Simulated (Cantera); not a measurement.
A Cantera script and what it prints.

```python
import numpy as np
import cantera as ct

gas_names = """
    CL CL2 H HCL H2 N NH NH2 NH3 N2 N2H2 N2H4 Si SiCL SiCL2 SiCL3 SiCL4 SiH SiHCL3 SiH2 SiH2CL2 SiH3
    SiH3CL SiH4 SiN Si2 Si2N Si3
""".split()
cond_names = """
    NH4CL(a) NH4CL(b) Si(cr) Si(L) Si3N4(a)
""".split()


# ... load() reads the species with a 1 bar reference pressure and builds the phases ...
atoms = {
    'SiH2Cl2': {'Si': 1, 'H': 2, 'CL': 2},
    'N2': {'N': 2},
    'H2': {'H': 2},
    'NH3': {'N': 1, 'H': 3},
}
top_T = {'Si3N4(a)': 2400}  # K; cautious upper limits of use, not melting points


# ... equilibrate(T, P, feed) seeds the gas with the atoms and calls Mixture.equilibrate('TP', solver="vcs", rtol=1e-11, max_steps=5000) ...
results = []
feed = {'SiH2Cl2': 1, 'N2': 0.61, 'H2': 40, 'NH3': 26}  # mol
P = 21000  # Pa
for T in [1325, 1400, 1475, 1550, 1625, 1700, 1775, 1850, 1925, 2000]:
    mix = equilibrate(T, P, feed)
    results.append((T, P, feed, dict(zip(mix.species_names, mix.species_moles))))

top = {s: max(r[3][s] / sum(r[3][g] for g in gas_names) for r in results) for s in gas_names}
cols = sorted((s for s in top if top[s] > 0.0001), key=lambda s: -top[s])[:9]
seen = [c for c in cond_names if any(r[3].get(c, 0) > 1e-12 for r in results)]
print("log10 of partial pressures in bar; condensed amounts in mol")
print(f"{'T/K':>10s}" + "".join(f"{s[:9]:>10s}" for s in cols + seen))
for T, P, feed, n in results:
    ng = sum(n[g] for g in gas_names)
    print(f"{T:10.4g}" + "".join(f"{np.log10(max(n[s] / ng * P / 1e5, 1e-99)):10.3f}" for s in cols)
          + "".join(f"{n.get(c, 0):10.4g}" for c in seen))
```

It prints:

```
log10 of partial pressures in bar; condensed amounts in mol
       T/K        H2        N2       HCL         H     SiCL2        Si     Si(L)  Si3N4(a)
      1325    -0.753    -1.539    -2.350    -6.163    -6.498   -13.015         0    0.3333
      1400    -0.753    -1.539    -2.350    -5.690    -5.945   -11.553         0    0.3331
      1475    -0.753    -1.539    -2.350    -5.264    -5.452   -10.242         0    0.3328
      1550    -0.753    -1.539    -2.352    -4.878    -5.009    -9.060         0    0.3318
      1625    -0.753    -1.538    -2.355    -4.528    -4.613    -7.989         0    0.3296
      1700    -0.753    -1.538    -2.361    -4.208    -4.260    -7.014         0    0.3249
      1775    -0.753    -1.538    -2.373    -3.915    -3.951    -6.123         0     0.316
      1850    -0.753    -1.537    -2.393    -3.645    -3.688    -5.306         0       0.3
      1925    -0.756    -1.520    -2.403    -3.398    -3.632    -4.759    0.8733         0
      2000    -0.757    -1.521    -2.401    -3.167    -3.665    -4.361    0.8592         0
```

Cantera equilibrium calculation (NASA polynomials, part measured and part estimated; ideal gas, pure solids and liquids). The tables' values for SiCl are old estimates; treat these amounts as uncertain. Gases not in the tables: Si2H6 and higher silanes.
